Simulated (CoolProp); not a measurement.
Properties of dodecamethylcyclohexasiloxane (D6) along the isotherm 385.9 K.

Computed with CoolProp (reference Helmholtz-energy equation of state, Colonna 2008). It is a short technical equation, of lower accuracy than the large ones.

```csv
p (kPa),phase,density (kg/m³),cp (kJ/(kg K)),Joule-Thomson coefficient (K/MPa),isothermal compressibility (1/MPa)
150,liquid,871.3,1.746,-0.3274,0.004525
300,liquid,871.9,1.745,-0.3285,0.004500
451,liquid,872.5,1.745,-0.3295,0.004474
601,liquid,873.0,1.745,-0.3305,0.004450
751,liquid,873.6,1.745,-0.3315,0.004426
901,liquid,874.2,1.744,-0.3325,0.004402
1050,liquid,874.8,1.744,-0.3335,0.004378
1200,liquid,875.3,1.744,-0.3344,0.004355
1350,liquid,875.9,1.743,-0.3354,0.004331
1500,liquid,876.5,1.743,-0.3363,0.004309
1650,liquid,877.0,1.743,-0.3372,0.004286
1800,liquid,877.6,1.743,-0.3381,0.004264
1950,liquid,878.2,1.742,-0.3390,0.004242
2100,liquid,878.7,1.742,-0.3399,0.004220
2250,liquid,879.3,1.742,-0.3408,0.004198
2400,liquid,879.8,1.742,-0.3417,0.004177
```
